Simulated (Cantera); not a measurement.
Input (Python, Cantera) and output of one run.

```python
import numpy as np
import cantera as ct

gas_names = """
    Cu CuF CuF2 CuO Cu2 F FO FO2 F2 F2O H HF HOF HO2 H2 H2F2 H2O H2O2 H3F3 H4F4 H5F5 H6F6 H7F7 O OH O2
    O3
""".split()
cond_names = """
    Cu(cr) Cu(L) CuF2(s) CuF2(L) CuO(s) CuO2H2(s) Cu2O(s) Cu2O(L) H2O(s) H2O(L)
""".split()


def load(file, names, dense=False):
    # The tables refer to 1 bar. Condensed volumes are neglected.
    table = {s.name: s for s in ct.Species.list_from_file(file)}
    out = []
    for n in names:
        d = dict(table[n].input_data)
        d["thermo"] = dict(d["thermo"], **{"reference-pressure": 1e5})
        if dense:
            d["equation-of-state"] = {"model": "constant-volume", "density": "1e6 g/cm^3"}
        out.append(ct.Species.from_dict(d))
    return out


gas = ct.Solution(thermo="ideal-gas", species=load("nasa_gas.yaml", gas_names))
cond = {s.name: ct.Solution(thermo="fixed-stoichiometry", species=[s], name=s.name)
        for s in load("nasa_condensed.yaml", cond_names, dense=True)}
atoms = {
    'CuF2': {'Cu': 1, 'F': 2},
    'O2': {'O': 2},
    'H2': {'H': 2},
}
top_T = {'CuO(s)': 1390}  # K; cautious upper limits of use, not melting points


def equilibrate(T, P, feed):
    n = {}
    for name, mol in feed.items():
        for a, k in atoms[name].items():
            n[a] = n.get(a, 0.0) + k * mol
    gas.TPX = T, P, n
    mass = sum(n.values()) * gas.mean_molecular_weight
    gas.equilibrate("TP")
    valid = [c for c in cond.values() if c.min_temp <= T <= top_T.get(c.name, c.max_temp)]
    mix = ct.Mixture([(gas, mass / gas.mean_molecular_weight)] + [(c, 0.0) for c in valid])
    mix.T, mix.P = T, P
    mix.equilibrate("TP", solver="vcs", rtol=1e-11, max_steps=5000)
    return mix


results = []
feed = {'CuF2': 1, 'O2': 3.3, 'H2': 0.5}  # mol
P = 20000  # Pa
for T in [948, 1023, 1098, 1173, 1248, 1323, 1398, 1473, 1548, 1623, 1698, 1773, 1848, 1923]:
    mix = equilibrate(T, P, feed)
    results.append((T, P, feed, dict(zip(mix.species_names, mix.species_moles))))
    x = sorted(zip(gas.X, gas.species_names), reverse=True)
    print(f"T = {T:g} K  P = {P:g} Pa  gas = {mix.phase_moles(0):.4g} mol")
    print("   x: " + "  ".join(f"{s} {v:.3e}" for v, s in x if v > 0.001))
    print("   condensed (mol): " + ("  ".join(f"{mix.phase(i).name} {mix.phase_moles(i):.4g}"
          for i in range(1, mix.n_phases) if mix.phase_moles(i) > 1e-12) or "none"))
```

Result:

```
T = 948 K  P = 20000 Pa  gas = 4.05 mol
   x: O2 7.532e-01  HF 2.467e-01
   condensed (mol): CuF2(s) 0.5005  CuO(s) 0.4995
T = 1023 K  P = 20000 Pa  gas = 4.05 mol
   x: O2 7.530e-01  HF 2.468e-01
   condensed (mol): CuF2(s) 0.4998  CuO(s) 0.4997
T = 1098 K  P = 20000 Pa  gas = 4.054 mol
   x: O2 7.524e-01  HF 2.466e-01
   condensed (mol): CuF2(s) 0.4964  CuO(s) 0.4997
T = 1173 K  P = 20000 Pa  gas = 4.067 mol
   x: O2 7.501e-01  HF 2.458e-01  CuF2 3.643e-03
   condensed (mol): CuF2(L) 0.4844  CuO(s) 0.499
T = 1248 K  P = 20000 Pa  gas = 4.112 mol
   x: O2 7.425e-01  HF 2.432e-01  CuF2 1.171e-02  CuF 2.655e-03
   condensed (mol): CuF2(L) 0.4465  CuO(s) 0.4944
T = 1323 K  P = 20000 Pa  gas = 4.373 mol
   x: O2 7.275e-01  HF 2.286e-01  CuF2 3.239e-02  CuF 1.150e-02
   condensed (mol): CuF2(L) 0.3333  Cu2O(s) 0.2374
T = 1398 K  P = 20000 Pa  gas = 4.76 mol
   x: O2 6.718e-01  HF 2.100e-01  CuF2 7.908e-02  CuF 3.901e-02
   condensed (mol): CuF2(L) 0.03075  Cu2O(s) 0.2036
T = 1473 K  P = 20000 Pa  gas = 4.893 mol
   x: O2 6.578e-01  HF 2.043e-01  CuF 7.118e-02  CuF2 6.661e-02
   condensed (mol): Cu2O(s) 0.1629
T = 1548 K  P = 20000 Pa  gas = 5.011 mol
   x: O2 6.470e-01  HF 1.995e-01  CuF 1.071e-01  CuF2 4.625e-02
   condensed (mol): Cu2O(L) 0.1157
T = 1623 K  P = 20000 Pa  gas = 5.119 mol
   x: O2 6.376e-01  HF 1.952e-01  CuF 1.385e-01  CuF2 2.849e-02
   condensed (mol): Cu2O(L) 0.07243
T = 1698 K  P = 20000 Pa  gas = 5.201 mol
   x: O2 6.306e-01  HF 1.919e-01  CuF 1.613e-01  CuF2 1.565e-02
   condensed (mol): Cu2O(L) 0.03926
T = 1773 K  P = 20000 Pa  gas = 5.254 mol
   x: O2 6.261e-01  HF 1.895e-01  CuF 1.749e-01  CuF2 8.095e-03
   condensed (mol): Cu2O(L) 0.01725
T = 1848 K  P = 20000 Pa  gas = 5.292 mol
   x: O2 6.228e-01  HF 1.870e-01  CuF 1.825e-01  CuF2 4.164e-03  Cu 2.032e-03
   condensed (mol): Cu2O(L) 0.0005394
T = 1923 K  P = 20000 Pa  gas = 5.297 mol
   x: O2 6.222e-01  HF 1.874e-01  CuF 1.819e-01  CuF2 3.975e-03  Cu 2.729e-03
   condensed (mol): none
```

Equilibrium computed with Cantera from the NASA thermochemical tables; the gas is ideal and each condensed phase is pure. Mutual solubility and eutectic melting of coexisting phases are not modelled.
